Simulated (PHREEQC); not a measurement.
A solution holds 0.21 mol Mn(NO3)2 per kg of water, at 55 °C. Closed to the air; pH follows from the charge balance.

The numbers come from PHREEQC with the ion-association model, wateq4f.dat.

Precipitation was switched off in this run.

Problem. Estimate the pH, activity of water.

Solution. pH 5.46; activity of water 0.990.

Problem. In which forms is N present?

Solution. NO3- 96 %, Mn(NO3)2 3.8 % of the N.

Away from 25 °C the constants follow the database's enthalpies or fits; those with neither stay at their 25 °C values.
